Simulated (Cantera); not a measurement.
Feed: 1 mol Si3N4, 0.23 mol H2O, 4.3 mol N2, at 0.250 bar.

Method: chemical equilibrium by Gibbs-energy minimisation in Cantera with the NASA 1993 tables (ideal gas, pure condensed phases). Candidate condensed phases: H2O, Si, SiO2, Si2N2O, Si3N4; 35 gas species. Mutual solubility and eutectic melting of coexisting phases are not modelled. Equilibrium is a limit: real reactors are often held back by kinetics, nucleation or transport.

### Question
What share of the Si ends up in condensed phases as a function of T (°C), at 1500, 1550, 1600, 1650, 1700, 1750, 1800, 1850?

### Answer
```json
[
 {"T (°C)": "1500", "Si condensed (%)": "100.0", "as": "Si2N2O(s) + Si3N4(s)"},
 {"T (°C)": "1550", "Si condensed (%)": "99.9", "as": "Si2N2O(s) + Si3N4(s)"},
 {"T (°C)": "1600", "Si condensed (%)": "99.7", "as": "Si2N2O(s) + Si3N4(s)"},
 {"T (°C)": "1650", "Si condensed (%)": "99.2", "as": "Si2N2O(s) + Si3N4(s)"},
 {"T (°C)": "1700", "Si condensed (%)": "98.1", "as": "Si2N2O(s) + Si3N4(s)"},
 {"T (°C)": "1750", "Si condensed (%)": "95.3", "as": "Si2N2O(s) + Si3N4(s)"},
 {"T (°C)": "1800", "Si condensed (%)": "92.2", "as": "Si(l)"},
 {"T (°C)": "1850", "Si condensed (%)": "92.1", "as": "Si(l)"}
]
```
